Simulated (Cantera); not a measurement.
An adiabatic, constant-pressure homogeneous reactor starts with H2 : O2 : N2 : CO2 = 1 : 0.694 : 2.61 : 0.0063 (molar parts), equivalence ratio 0.72, at 1375 K and 0.300 bar.

Cantera simulation using GRI-Mech 3.0 (53 species, 325 reactions); the numbers are that mechanism's predictions, not measurements.

Question: Predict: time of steepest temperature rise; temperature at 0.100 s; equilibrium temperature; x(H2) at 0.100 s; x(O2) at 0.100 s; x(NO2) at 0.100 s; x(N2O) at 0.100 s; x(NO) at 0.100 s; x(OH) at 0.100 s.

Answer: 
| Item | Value |
|---|---|
| time of steepest temperature rise | 67.8 µs |
| temperature at 0.100 s | 2603 K |
| equilibrium temperature | 2603 K |
| x(H2) at 0.100 s | 0.0183 (gas-phase equilibrium 0.0183) |
| x(O2) at 0.100 s | 0.0443 (gas-phase equilibrium 0.0443) |
| x(NO2) at 0.100 s | 2.32e-6 (gas-phase equilibrium 2.32e-6) |
| x(N2O) at 0.100 s | 3.22e-7 (gas-phase equilibrium 3.22e-7) |
| x(NO) at 0.100 s | 0.0115 (gas-phase equilibrium 0.0115) |
| x(OH) at 0.100 s | 0.0267 (gas-phase equilibrium 0.0267) |
